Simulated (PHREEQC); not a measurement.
**Copper plating or etch bath: an equilibrium model**

Consider water at 94 °C with 4.9 mmol/kgw Cu(NO3)2, 0.076 mmol/kgw HNO3 and 13 mmol/kgw NaCl. Closed to the air; pH follows from the charge balance.

The numbers come from PHREEQC with the ion-association model, phreeqc.dat.

Each row changes one thing in this solution. Precipitation was switched off in this run.

```csv
case,pH,ionic strength (mol/kgw),Cl- (mol/kgw),Cu+2 (mol/kgw),CuCl+ (mol/kgw),Cu2(OH)2+2 (mol/kgw),SI of Halite (NaCl)
as made,4.06,0.0257,0.0120,0.00386,0.00100,1.23e-5,-5.58
HNO3 from 7.6e-05 to 3.8e-05 mol/kgw,4.17,0.0257,0.0120,0.00385,0.000999,2.01e-5,-5.58
HNO3 from 7.6e-05 to 0.00038 mol/kgw,3.48,0.0261,0.0120,0.00389,0.00100,8.63e-7,-5.58
temperature from 94 to 25 °C,4.17,0.0276,0.0129,0.00481,9.26e-5,1.29e-7,-5.48
HNO3 left out,4.27,0.0256,0.0120,0.00383,0.000995,3.11e-5,-5.58
Cu(NO3)2 replaced by CuCl2 at the same molality,4.08,[?],[?],0.00332,0.00154,9.97e-6,-5.33
```

### Question
Some entries are withheld; supply them.

### Answer

- Cu(NO3)2 replaced by CuCl2 at the same molality, ionic strength (mol/kgw): 0.0246
- Cu(NO3)2 replaced by CuCl2 at the same molality, Cl- (mol/kgw): 0.0212

At this temperature some constants are extrapolated from 25 °C, and those without enthalpy data are left unchanged.
